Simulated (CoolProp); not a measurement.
The numbers come from the reference Helmholtz-energy equation of state, Schroeder 2014 in CoolProp.

Q: Give the vapour pressure (MPa), liquid density (kg/m³), vapour density (kg/m³), liquid viscosity (µPa s) of saturated ethanol at 173.45, 184.85, 196.15 °C.

A: 
| T (°C) | p (MPa) | liquid density (kg/m³) | vapour density (kg/m³) | liquid viscosity (µPa s) |
|---|---|---|---|---|
| 173.45 | 1.72 | 610 | 26.7 | 127 |
| 184.85 | 2.20 | 588 | 34.8 | 110 |
| 196.15 | 2.76 | 564 | 45.2 | 95.8 |

Viscosity comes from a separate model (Kiselev 2005).
